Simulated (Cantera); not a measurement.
A Cantera script and its output.

```python
import numpy as np
import cantera as ct

gas = ct.Solution("gri30.yaml")
gas.TPX = 1525, 970000, {'CH4': 1, 'O2': 1.43, 'N2': 5.37, 'CO2': 0.39}
reactor = ct.IdealGasReactor(gas, energy="on", clone=False)
net = ct.ReactorNet([reactor])
net.rtol, net.atol = 1e-08, 1e-16
show = ['CH4', 'O2', 'CO2', 'CH2CO', 'O', 'NO']
times = np.geomspace(3e-06, 2, 12)

steps = ct.SolutionArray(gas, extra=["t"])
rows = []
print(f"{'t/s':>10s}{'T/K':>9s}{'P/Pa':>11s}" + "".join(f"{s:>11s}" for s in show))
for t in times:
    while net.time < t:
        t_next = net.step()
        steps.append(gas.state, t=t_next)
    rows.append([np.interp(t, steps.t, y) for y in (steps.T, steps.P, *steps(*show).X.T)])
    print(f"{t:10.3e}{rows[-1][0]:9.1f}{rows[-1][1]:11.4g}" + "".join(f"{x:11.3e}" for x in rows[-1][2:]))
rate = np.gradient(steps.T, steps.t)
print("integrator steps:", len(steps.t))
if steps.T.max() > steps.T[0] + 200:
    print(f"time of steepest temperature rise: {steps.t[rate.argmax()]:.4e} s")
gas.TPX = 1525, 970000, {'CH4': 1, 'O2': 1.43, 'N2': 5.37, 'CO2': 0.39}
gas.equilibrate("UV")
print(f"equilibrium (UV): T = {gas.T:.1f} K  " + "  ".join(f"{s} {gas[s].X[0]:.3e}" for s in show))
```

It prints:

```
       t/s      T/K       P/Pa        CH4         O2        CO2      CH2CO          O         NO
 3.000e-06   1525.0    9.7e+05  1.221e-01  1.746e-01  4.762e-02  1.343e-14  9.250e-09  2.845e-15
 1.015e-05   1524.9    9.7e+05  1.220e-01  1.746e-01  4.762e-02  1.698e-11  3.623e-08  2.945e-14
 3.436e-05   1526.3  9.708e+05  1.216e-01  1.743e-01  4.762e-02  1.587e-08  1.240e-07  4.181e-13
 1.163e-04   1550.9  9.871e+05  1.164e-01  1.711e-01  4.760e-02  5.035e-06  5.242e-07  8.771e-12
 3.935e-04   3030.1  2.093e+06  8.952e-12  2.182e-03  5.703e-02  1.834e-13  1.288e-03  4.412e-03
 1.332e-03   3030.0  2.093e+06  8.956e-12  2.181e-03  5.703e-02  1.835e-13  1.287e-03  4.423e-03
 4.506e-03   3030.0  2.093e+06  8.956e-12  2.181e-03  5.703e-02  1.835e-13  1.287e-03  4.423e-03
 1.525e-02   3030.0  2.093e+06  8.956e-12  2.181e-03  5.703e-02  1.835e-13  1.287e-03  4.423e-03
 5.160e-02   3030.0  2.093e+06  8.956e-12  2.181e-03  5.703e-02  1.835e-13  1.287e-03  4.423e-03
 1.746e-01   3030.0  2.093e+06  8.956e-12  2.181e-03  5.703e-02  1.835e-13  1.287e-03  4.423e-03
 5.910e-01   3030.0  2.093e+06  8.956e-12  2.181e-03  5.703e-02  1.835e-13  1.287e-03  4.423e-03
 2.000e+00   3030.0  2.093e+06  8.956e-12  2.181e-03  5.703e-02  1.835e-13  1.287e-03  4.423e-03
integrator steps: 1975
time of steepest temperature rise: 1.7742e-04 s
equilibrium (UV): T = 3030.0 K  CH4 1.049e-11  O2 2.181e-03  CO2 5.703e-02  CH2CO 1.966e-13  O 1.287e-03  NO 4.423e-03
```

Computed with Cantera and GRI-Mech 3.0 (53 species, 325 reactions). Above 3000 K some thermodynamic fits are extrapolated.
